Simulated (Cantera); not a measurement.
Input (Python, Cantera) and output of one run.

```python
import numpy as np
import cantera as ct

gas_names = [...]  # 136 gases of nasa_gas.yaml made of C, H, N, O
cond_names = """
    C(gr) C6H6(L) C7H8(L) C8H18(L),n-octa H2O(s) H2O(L)
""".split()


# ... load() reads the species with a 1 bar reference pressure and builds the phases ...
atoms = {
    'C2H5OH': {'C': 2, 'H': 6, 'O': 1},
    'NH3': {'N': 1, 'H': 3},
}
top_T = {'C(gr)': 4500}  # K; cautious upper limits of use, not melting points


# ... equilibrate(T, P, feed) seeds the gas with the atoms and calls Mixture.equilibrate('TP', solver="vcs", rtol=1e-11, max_steps=5000) ...
results = []
feed = {'C2H5OH': 1, 'NH3': 0.27}  # mol
T = 1648  # K
for P in [10, 46, 220, 1000, 4600, 22000, 100000, 460000, 2200000, 10000000]:
    mix = equilibrate(T, P, feed)
    results.append((T, P, feed, dict(zip(mix.species_names, mix.species_moles))))

top = {s: max(r[3][s] / sum(r[3][g] for g in gas_names) for r in results) for s in gas_names}
cols = sorted((s for s in top if top[s] > 0.0001), key=lambda s: -top[s])[:7]
seen = [c for c in cond_names if any(r[3].get(c, 0) > 1e-12 for r in results)]
print("log10 of partial pressures in bar; condensed amounts in mol")
print(f"{'P/Pa':>10s}" + "".join(f"{s[:9]:>10s}" for s in cols + seen))
for T, P, feed, n in results:
    ng = sum(n[g] for g in gas_names)
    print(f"{P:10.4g}" + "".join(f"{np.log10(max(n[s] / ng * P / 1e5, 1e-99)):10.3f}" for s in cols)
          + "".join(f"{n.get(c, 0):10.4g}" for c in seen))
```

Result:

```
log10 of partial pressures in bar; condensed amounts in mol
      P/Pa        H2        CO       CH4        N2       H2O         H       CO2     C(gr)
        10    -4.129    -4.659   -11.131    -5.531   -11.974    -6.115   -13.009    0.9978
        46    -3.464    -3.995    -9.801    -4.868   -10.646    -5.782   -11.682    0.9978
       220    -2.783    -3.315    -8.440    -4.188    -9.285    -5.442   -10.322    0.9978
      1000    -2.125    -2.657    -7.124    -3.530    -7.969    -5.113    -9.006    0.9978
      4600    -1.463    -1.994    -5.798    -2.867    -6.643    -4.782    -7.681    0.9977
   2.2e+04    -0.783    -1.315    -4.439    -2.187    -5.284    -4.442    -6.321    0.9972
     1e+05    -0.126    -0.657    -3.124    -1.529    -3.969    -4.113    -5.006    0.9949
   4.6e+05     0.535     0.006    -1.803    -0.865    -2.645    -3.783    -3.679    0.9847
   2.2e+06     1.205     0.688    -0.462    -0.180    -1.293    -3.448    -2.316    0.9388
     1e+07     1.827     1.351     0.782     0.498    -0.008    -3.137    -0.991     0.786
```

Cantera equilibrium calculation (NASA polynomials, part measured and part estimated; ideal gas, pure solids and liquids). The ideal-gas law is rough above about 30 bar.
